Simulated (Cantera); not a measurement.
Feed: 1 mol CS2, 3.2 mol O2, 0.0089 mol SO2, held at 2127 °C and 0.100 bar.

Cantera equilibrium calculation (NASA polynomials, part measured and part estimated; ideal gas, pure solids and liquids). Candidate condensed phases: C, S; 22 gas species. Kinetics and transport are ignored.

Base state: SO2 0.582, CO2 0.245, O2 0.0920, CO 0.0542, SO 0.0185, O 0.00832, S 0.000155, SO3 0.000124 (mole fractions); condensed: gas only.

Q: What changes in the equilibrium state with this change: 1.4 mol NH3 added?

A: 
```tsv
species	before	after
H2O	0	0.263
SO2	0.582	0.260
N2	0	0.119
CO2	0.245	0.0597
H2	0	0.0824
H	0	0.0144
O2	0.0920	0.00131
SO	0.0185	0.0691
CO	0.0542	0.111
OH	0	0.00846
SH	0	0.00233
NO	0	0.000588
H2S	0	0.000337
```
Further candidate phases: C6H6, C7H8, C8H18, H2O, H2SO4.
